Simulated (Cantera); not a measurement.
**Ammonia decomposition in nitride growth gas**

A perfectly stirred reactor is fed with NH3 : H2 : N2 = 1 : 3.3 : 0.0053 (molar parts), at 0.711 atm; it is held at 1975 K, and followed from long to short residence time.

Model: the gas-phase N/H chemistry of the illustrative SiF4/NH3 mechanism in the Surface Chemkin manual (1991), integrated in Cantera. Walls and surfaces, which speed up NH3 decomposition in real reactors, are not modelled.

```json
[
 {"τ (s)": "2.3", "x NH3": "0.0129", "x H2": "0.896", "x NH2": "5.06e-5", "x N": "3.70e-7", "x NH": "2.40e-6", "x N2H4": "1.04e-9", "x H": "0.00122"},
 {"τ (s)": "1.1", "x NH3": "0.0218", "x H2": "0.891", "x NH2": "7.61e-5", "x N": "4.37e-7", "x NH": "3.20e-6", "x N2H4": "2.36e-9", "x H": "0.00108"},
 {"τ (s)": "0.57", "x NH3": "0.0352", "x H2": "0.883", "x NH2": "0.000109", "x N": "4.84e-7", "x NH": "4.03e-6", "x N2H4": "4.82e-9", "x H": "0.000945"},
 {"τ (s)": "0.29", "x NH3": "0.0566", "x H2": "0.870", "x NH2": "0.000153", "x N": "5.19e-7", "x NH": "4.95e-6", "x N2H4": "9.56e-9", "x H": "0.000816"},
 {"τ (s)": "0.14", "x NH3": "0.0893", "x H2": "0.851", "x NH2": "0.000211", "x N": "5.41e-7", "x NH": "5.93e-6", "x N2H4": "1.82e-8", "x H": "0.000697"},
 {"τ (s)": "0.072", "x NH3": "0.125", "x H2": "0.830", "x NH2": "0.000266", "x N": "5.49e-7", "x NH": "6.72e-6", "x N2H4": "2.90e-8", "x H": "0.000613"},
 {"τ (s)": "0.036", "x NH3": "0.161", "x H2": "0.808", "x NH2": "0.000317", "x N": "5.49e-7", "x NH": "7.34e-6", "x N2H4": "4.10e-8", "x H": "0.000551"},
 {"τ (s)": "0.018", "x NH3": "0.190", "x H2": "0.791", "x NH2": "0.000353", "x N": "5.44e-7", "x NH": "7.71e-6", "x N2H4": "5.09e-8", "x H": "0.000510"},
 {"τ (s)": "0.0091", "x NH3": "0.209", "x H2": "0.780", "x NH2": "0.000374", "x N": "5.33e-7", "x NH": "7.86e-6", "x N2H4": "5.71e-8", "x H": "0.000485"}
]
```
x: mole fraction; the columns are a selection and need not sum to one.
